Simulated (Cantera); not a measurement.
Feed: 1 mol TiO₂, a varied amount of H₂, at 1323 K and 0.260 bar.

Method: chemical equilibrium by Gibbs-energy minimisation in Cantera with the NASA 1993 tables (ideal gas, pure condensed phases). Candidate condensed phases: H₂O, Ti, TiO, TiO₂, Ti₂O₃, Ti₃O₅, Ti₄O₇; 12 gas species. Mutual solubility and eutectic melting of coexisting phases are not modelled. Condensed phases not in the tables: Magnéli phases beyond Ti₄O₇. Rates play no part.

x: gas mole fraction; n: condensed amount in mol.

```csv
n(H₂) (mol),x H₂,x H₂O,x H,n Ti₄O₇(s),n Ti₃O₅(s)
76,0.997,(withheld),3.10e-6,0.250,0
100,0.997,(withheld),3.11e-6,0.250,0
130,0.998,(withheld),3.11e-6,0.250,0
160,0.998,(withheld),3.11e-6,0.250,0
180,0.999,(withheld),3.11e-6,0.250,0
210,0.999,(withheld),3.11e-6,0.250,0
240,0.999,0.00104,3.11e-6,0.250,0
260,0.999,(withheld),3.11e-6,0.250,0
290,0.999,(withheld),3.11e-6,0.250,0
320,0.999,0.000781,3.11e-6,0.250,0
340,0.999,0.000770,3.11e-6,0.215,0.0468
370,0.999,0.000770,3.11e-6,0.146,0.139
```

Question: Complete the blanks.

Answer: 
- 76, x H₂O: 0.00329
- 100, x H₂O: 0.00250
- 130, x H₂O: 0.00192
- 160, x H₂O: 0.00156
- 180, x H₂O: 0.00139
- 210, x H₂O: 0.00119
- 260, x H₂O: 0.000962
- 290, x H₂O: 0.000862
